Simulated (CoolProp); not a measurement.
Neopentane at several states: density (kg/m³) from the reference equation and from simpler models built on Tc = 433.7 K, pc = 31.96 bar, ω = 0.196; each cubic takes its own stable root.

Values from CoolProp's reference Helmholtz-energy equation of state, Lemmon 2006. It is a short technical equation, of lower accuracy than the large ones.

| T (K) | p (bar) | phase | reference |
|---|---|---|---|
| 328.9 | 119 | liquid | 573.4 |
| 468.9 | 0.406 | gas | 0.7539 |
| 322.3 | 1.08 | gas | 2.998 |

Q: How far does each simpler model (van der Waals, Soave-Redlich-Kwong, Peng-Robinson) lie from the reference over these 3 states: mean and median of the absolute difference, and the worst?

A: 
- van der Waals: mean 11.0 %, median 1.0 %, worst -32.1 % at 328.9 K and 119 bar
- Soave-Redlich-Kwong: mean 1.4 %, median 0.1 %, worst -3.9 % at 328.9 K and 119 bar
- Peng-Robinson: mean 2.7 %, median 0.0 %, worst +8.0 % at 328.9 K and 119 bar
